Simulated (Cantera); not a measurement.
Charge: 1 mol Si, a varied amount of HCl, 7.6 mol N2, at 1675 K and 1.88 Torr.

Method: chemical equilibrium by Gibbs-energy minimisation in Cantera with the NASA 1993 tables (ideal gas, pure condensed phases). Candidate condensed phases: NH4Cl, Si, Si3N4; 28 gas species. The tables' values for SiCl3, SiCl are old estimates; treat these amounts as uncertain. Rates play no part.

x: gas mole fraction; nothing condenses.

| n(HCl) (mol) | x N2 | x HCl | x H2 | x SiCl2 | x SiCl3 | x Cl | x SiCl4 |
|---|---|---|---|---|---|---|---|
| 2.7 | 0.738 | 0.0670 | 0.0972 | 0.0958 | 0.000940 | ___ | 1.91e-5 |
| 3.2 | 0.704 | 0.109 | 0.0933 | 0.0909 | 0.00148 | ___ | 5.02e-5 |
| 3.9 | 0.661 | 0.162 | 0.0882 | 0.0847 | 0.00211 | ___ | 0.000109 |
| 4.7 | 0.618 | 0.215 | 0.0832 | 0.0784 | 0.00267 | ___ | 0.000189 |
| 5.6 | 0.576 | 0.267 | 0.0782 | 0.0723 | 0.00316 | ___ | 0.000286 |
| 6.7 | 0.532 | 0.322 | 0.0729 | 0.0659 | 0.00359 | ___ | 0.000407 |
| 8.1 | 0.485 | 0.381 | 0.0673 | 0.0592 | 0.00397 | ___ | 0.000553 |
| 9.7 | 0.440 | 0.437 | 0.0620 | 0.0529 | 0.00423 | ___ | 0.000704 |
| 12 | 0.388 | 0.501 | 0.0558 | 0.0457 | 0.00442 | ___ | 0.000889 |
| 14 | 0.352 | 0.545 | 0.0515 | 0.0408 | 0.00448 | ___ | 0.00102 |

### Question
What belongs in the gaps?

### Answer

- 2.7, x Cl: 0.000390
- 3.2, x Cl: 0.000647
- 3.9, x Cl: 0.000989
- 4.7, x Cl: 0.00135
- 5.6, x Cl: 0.00173
- 6.7, x Cl: 0.00216
- 8.1, x Cl: 0.00266
- 9.7, x Cl: 0.00318
- 12, x Cl: 0.00384
- 14, x Cl: 0.00435
